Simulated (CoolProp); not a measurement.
Properties of toluene along the isobar 4470 kPa.

Values from CoolProp's reference Helmholtz-energy equation of state, Lemmon 2006. It is a short technical equation, of lower accuracy than the large ones.

```json
[
 {"T (K)": "553.3", "phase": "liquid", "cp (kJ/(kg K))": "2.826", "Joule-Thomson coefficient (K/MPa)": "0.7093", "viscosity (µPa s)": "84.5", "Prandtl number": "3.01"},
 {"T (K)": "562.9", "phase": "liquid", "cp (kJ/(kg K))": "2.947", "Joule-Thomson coefficient (K/MPa)": "1.008", "viscosity (µPa s)": "77.2", "Prandtl number": "2.90"},
 {"T (K)": "572.4", "phase": "liquid", "cp (kJ/(kg K))": "3.124", "Joule-Thomson coefficient (K/MPa)": "1.482", "viscosity (µPa s)": "69.5", "Prandtl number": "2.80"},
 {"T (K)": "581.9", "phase": "liquid", "cp (kJ/(kg K))": "3.449", "Joule-Thomson coefficient (K/MPa)": "2.383", "viscosity (µPa s)": "60.8", "Prandtl number": "2.74"},
 {"T (K)": "591.4", "phase": "liquid", "cp (kJ/(kg K))": "4.498", "Joule-Thomson coefficient (K/MPa)": "4.951", "viscosity (µPa s)": "49.5", "Prandtl number": "2.90"},
 {"T (K)": "601", "phase": "supercritical", "cp (kJ/(kg K))": "8.962", "Joule-Thomson coefficient (K/MPa)": "18.58", "viscosity (µPa s)": "22.1", "Prandtl number": "2.74"},
 {"T (K)": "610.5", "phase": "supercritical", "cp (kJ/(kg K))": "4.032", "Joule-Thomson coefficient (K/MPa)": "14.79", "viscosity (µPa s)": "18.6", "Prandtl number": "1.28"},
 {"T (K)": "620", "phase": "supercritical", "cp (kJ/(kg K))": "3.327", "Joule-Thomson coefficient (K/MPa)": "12.42", "viscosity (µPa s)": "17.8", "Prandtl number": "1.07"}
]
```

The peak of cp marks the crossing from liquid-like to gas-like fluid above the critical point.

Viscosity comes from a separate model (Avgeri 2015). Thermal conductivity comes from a separate model (Assael 2012).
